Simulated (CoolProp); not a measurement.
A simple Rankine cycle with water: condensing at 292.15 K, boiler at 0.066 MPa, turbine inlet 363.5 K, turbine efficiency 0.8, pump efficiency 0.7, no recuperator. Each further row changes one setting.

The numbers come from the reference Helmholtz-energy equation of state, Wagner 2002 in CoolProp.

```
case                             thermal efficiency (%)  net work (kJ/kg)  heat in (kJ/kg)  turbine exit temperature (K)  volume ratio over the turbine
-------------------------------  ----------------------  ----------------  ---------------  ----------------------------  -----------------------------
as stated                                          14.6               376             2580                         292.1                            [?]
turbine inlet 383.5 K                              14.6               383              [?]                         292.1                           21.0
condensing temperature 284.15 K                     [?]               422             2610                         284.1                           35.2
boiler pressure 0.0462 MPa                         13.1               [?]             2580                         292.1                           15.6
turbine efficiency 0.7                             12.7               329             2580                         292.1                           22.4
```

Q: Some entries are withheld; supply them.

A: 
- as stated, volume ratio over the turbine: 21.9
- turbine inlet 383.5 K, heat in (kJ/kg): 2620
- condensing temperature 284.15 K, thermal efficiency (%): 16.1
- boiler pressure 0.0462 MPa, net work (kJ/kg): 338

The expansion ends wet for: as stated; turbine inlet 383.5 K; condensing temperature 284.15 K; boiler pressure 0.0462 MPa; turbine efficiency 0.7.
